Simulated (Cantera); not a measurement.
**Ignition delay**

Mixture: CH4 : CO : O2 : N2 : H2 = 1 : 0.46 : 1.31 : 4.93 : 0.077 (molar parts), equivalence ratio 1.7, at 4.93 atm, adiabatic and at constant volume. Ignition delay is the time to a rise of 400 K.

Cantera simulation using GRI-Mech 3.0 (53 species, 325 reactions); the numbers are that mechanism's predictions, not measurements.

| T0 (K) | delay (ms) |
|---|---|
| 1100 | 21.3 |
| 1200 | 7.32 |
| 1300 | 2.46 |
| 1400 | 0.848 |
| 1500 | 0.309 |
| 1600 | 0.122 |
| 1700 | 0.0534 |
| 1800 | 0.0258 |
| 1900 | 0.0137 |

The apparent activation energy between 1700 and 1900 K is 180 kJ/mol.
